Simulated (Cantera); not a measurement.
AlCl₃ + N₂ + H₂ (aluminium nitride and oxide growth)

Feed: 1 mol AlCl₃, 82 mol N₂, 12 mol H₂.

These are equilibrium values from Cantera (NASA tables, ideal gas, pure condensed phases), not measurements of a reactor. Candidate condensed phases: Al, AlCl₃, AlN, NH₄Cl; 20 gas species. The tables' values for AlCl₂ are old estimates. Kinetics and transport are ignored.

Question: Map the stable condensed phases over T = 1477, 1502, 1527, 1552, 1577, 1602, 1627, 1652, 1677, 1702, 1727, 1752 °C and P in Pa = 10, 25, 63, 160, 400, 1000, 2500, 6300, 16000, 40000, 100000.

Answer: 
```
T in °C \ P in Pa
             10     25     63    160    400   1000   2500   6300  16000  40000 100000
   1752       A      A      A      A      A      A      A      A      A      A      A
   1727       A      A      A      A      A      A      A      A      A      A      A
   1702       A      A      A      A      A      A      A      A      A      A      A
   1677       A      A      A      A      A      A      A      A      A      A      A
   1652       A      A      A      A      A      A      A      A      A      A      A
   1627       A      A      A      A      A      A      A      A      A      A      A
   1602       A      A      A      A      A      A      A      A      A      A      A
   1577       A      A      A      A      A      A      A      A      A      A      B
   1552       A      A      A      A      A      A      A      A      A      A      B
   1527       A      A      A      A      A      A      A      A      A      A      B
   1502       A      A      A      A      A      A      A      A      A      B      B
   1477       A      A      A      A      A      A      A      A      A      B      B
```
A: gas only; B: AlN.
